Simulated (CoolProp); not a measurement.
The numbers come from the reference Helmholtz-energy equation of state, Thol 2017 in CoolProp.

Question: For octamethyltrisiloxane (MDM), give the phase and the density (kg/m³), cp (kJ/(kg K)), cv (kJ/(kg K)), fugacity coefficient at 575 K and 0.539 MPa.

Answer: 
- 575 K and 0.539 MPa: gas; density 30.7, cp 2.15, cv 2.08, fugacity coefficient 0.884
